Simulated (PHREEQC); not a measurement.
## Buffer: speciation

Make-up at 85 °C: 3.8e-05 mol KH2PO4, 0.00042 mol Na2B4O7 and 0.0014 mol NaCl per kg of water. Closed to the air; pH follows from the charge balance.

All values are PHREEQC results (ion-association model, phreeqc.dat), not measurements.

Precipitation was switched off in this run.

Task: Predict the pH.

Result: pH 8.63.

Task: In which forms is P present?

Result: HPO4-2 97 %, H2PO4- 2.3 % of the P.

Constants without temperature data keep their 25 °C values here.
